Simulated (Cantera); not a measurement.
## Transport properties of process gases

Gas mixture: 100 % O2, at 0.263 Torr, frozen composition.

Cantera's kinetic-theory transport with the Lennard-Jones parameters of GRI-Mech 3.0, ideal gas; thermal conductivity in the mixture-averaged form.

```csv
T (K),ρ (kg/m³),cp (J/kg/K),μ (µPa s),λ (mW/m/K),Pr,D (cm²/s) CO2,D (cm²/s) C2H2,D (cm²/s) CH3
400,0.000337,941.4,25.6,33.9,0.713,764,811,1100
500,0.000269,971.4,30.0,41.1,0.709,1140,1200,1620
600,0.000224,1003,34.1,48.2,0.709,1560,1650,2210
700,0.000192,1031,37.8,55.0,0.709,2040,2150,2870
800,0.000168,1055,41.4,61.4,0.710,2570,2710,3600
900,0.000150,1074,44.7,67.6,0.710,3140,3300,4390
1000,0.000135,1090,47.9,73.6,0.710,3750,3950,5240
```
D: mixture-averaged diffusion coefficient of that species in the mixture.
